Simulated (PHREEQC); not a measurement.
Consider water at 20 °C with 0.013 mol K2CO3, 6.1e-05 mol H4SiO4 and 0.19 mol KH2PO4 per kg of water. Closed to the air; pH follows from the charge balance.

The numbers come from PHREEQC with the ion-association model, phreeqc.dat.

| quantity | before | after |
|---|---|---|
| pH | 5.88 | 6.12 |
| CO2 (mol/kgw) | 0.00900 | 0.000798 |
| HCO3- (mol/kgw) | 0.00399 | 0.000501 |

### Question
Which change was made?
A. H4SiO4 left out
B. diluted 10-fold with water
C. temperature from 20 to 75 °C
D. temperature from 20 to 60 °C

### Answer
B, diluted 10-fold with water

Precipitation was switched off in this run.
